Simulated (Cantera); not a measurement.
**Adiabatic ignition**

An adiabatic, constant-pressure homogeneous reactor starts with CH4 : C2H6 : C3H8 : O2 : N2 = 1 : 0.26 : 0.3 : 2 : 7.54 (molar parts), equivalence ratio 2.2, at 1350 K and 10.0 bar.

Model: GRI-Mech 3.0 (53 species, 325 reactions), integrated in Cantera. GRI-Mech 3.0 was tuned for natural gas; its chemistry of propane as a main component is partial and can be far from experiment.

| t (s) | T (K) | x CH4 | x C2H6 | x C3H8 | x C2H | x C2H4 | x H |
|---|---|---|---|---|---|---|---|
| 1.00e-6 | 1350 | 0.0901 | 0.0234 | 0.0270 | <1e-12 | 8.41e-6 | 4.67e-8 |
| 3.53e-6 | 1350 | 0.0901 | 0.0234 | 0.0270 | <1e-12 | 5.13e-5 | 1.14e-7 |
| 1.25e-5 | 1350 | 0.0900 | 0.0232 | 0.0267 | <1e-12 | 0.000493 | 5.51e-7 |
| 4.40e-5 | 1358 | 0.0889 | 0.0218 | 0.0243 | <1e-12 | 0.00450 | 1.57e-6 |
| 0.000155 | 2374 | 0.00285 | 1.14e-6 | 3.88e-10 | 7.84e-6 | 4.06e-5 | 0.00172 |
| 0.000548 | 2347 | 0.000501 | 2.69e-8 | 1.35e-12 | 3.28e-7 | 2.07e-6 | 0.00165 |
| 0.00193 | 2343 | 5.88e-8 | <1e-12 | <1e-12 | 1.27e-11 | 6.94e-11 | 0.00165 |
| 0.00682 | 2343 | 6.77e-9 | <1e-12 | <1e-12 | <1e-12 | <1e-12 | 0.00166 |
| 0.0241 | 2344 | 6.60e-9 | <1e-12 | <1e-12 | <1e-12 | <1e-12 | 0.00166 |
| 0.0850 | 2344 | 6.59e-9 | <1e-12 | <1e-12 | <1e-12 | <1e-12 | 0.00166 |
| 0.300 | 2344 | 6.59e-9 | <1e-12 | <1e-12 | <1e-12 | <1e-12 | 0.00166 |
x: mole fraction; the columns are a selection and need not sum to one.

The time of steepest temperature rise is 0.107 ms and the temperature at 0.300 s is 2344 K. The equilibrium temperature is 2344 K. The x(CH4) at 0.300 s comes out as 6.59e-9 (gas-phase equilibrium 7.41e-9) and the x(C2H6) at 0.300 s is <1e-12 (gas-phase equilibrium <1e-12). The x(C3H8) at 0.300 s comes out as <1e-12 (gas-phase equilibrium <1e-12).
